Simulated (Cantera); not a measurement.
An adiabatic, constant-volume homogeneous reactor starts with 18.5 % H₂, 15.7 % O₂, 59.0 % N₂, 6.84 % H₂O, equivalence ratio 0.59, at 1650 K and 760 Torr.

Cantera simulation using GRI-Mech 3.0 (53 species, 325 reactions); the numbers are that mechanism's predictions, not measurements.

Task: Predict: time of steepest temperature rise; temperature at 2.00 s; equilibrium temperature; x(H₂) at 2.00 s; x(O₂) at 2.00 s; x(H₂O) at 2.00 s; x(H₂O₂) at 2.00 s; x(NO₂) at 2.00 s.

Result: 
* **time of steepest temperature rise**: 9.51 µs
* **temperature at 2.00 s**: 2744 K
* **equilibrium temperature**: 2744 K
* **x(H₂) at 2.00 s**: 0.0140 (gas-phase equilibrium 0.0140)
* **x(O₂) at 2.00 s**: 0.0582 (gas-phase equilibrium 0.0582)
* **x(H₂O) at 2.00 s**: 0.241 (gas-phase equilibrium 0.241)
* **x(H₂O₂) at 2.00 s**: 8.26e-7 (gas-phase equilibrium 8.26e-7)
* **x(NO₂) at 2.00 s**: 7.42e-6 (gas-phase equilibrium 7.42e-6)
